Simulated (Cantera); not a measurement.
An isothermal, constant-pressure homogeneous reactor starts with C2H6 : N2 = 1 : 35 (molar parts), at 2000 K and 101000 Pa.

Computed with Cantera and GRI-Mech 3.0 (53 species, 325 reactions). GRI-Mech 3.0 stops at C3 and has no aromatics, soot or wall deposition, so with more carbon than oxygen in the feed, carbon stays in small species such as C2H2 where larger ones or solid carbon would form.

One state of this run: x C2H6 = 2.92e-6; x CH4 = 0.00405; x H2 = 0.0460; x H = 0.000304; x CH2 = 3.65e-6; x HCN = 6.22e-5; x C2H2 = 0.0240. x: mole fraction; the columns are a selection and need not sum to one.

Which value of t (s) does it belong to?
A. 0.0851
B. 1.38
C. 0.00525
D. 0.000324

D, 0.000324
